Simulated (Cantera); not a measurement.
A jet of H2 : O2 : N2 = 0.026 : 0.076 : 0.79 (molar parts) at 300 K and 3700 Pa hits a platinum plate 3.5 cm away at a mass flux of 0.11 kg/m²/s; the plate temperature is set and raised in steps from an oxygen-covered start.

Detailed kinetics in Cantera: Deutschmann's 1995 Pt surface mechanism with GRI-Mech 3.0 gas chemistry. Catalytic surfaces can have several steady states; this one follows from the mechanism file's or the stated starting coverage.

One state of this run: wall x H2 = 0.00223; wall x O2 = 0.0567; wall x H2O = 0.0506; wall x OH = 1.61e-7; θ free Pt = 0.367; θ O* = 0.631; θ OH* = 0.00114. x: mole fraction at the wall; θ: surface coverage.

**Question.** Which value of plate T (K) does it belong to?
A) 900
B) 700
C) 950
D) 750

**Answer.** C, 950
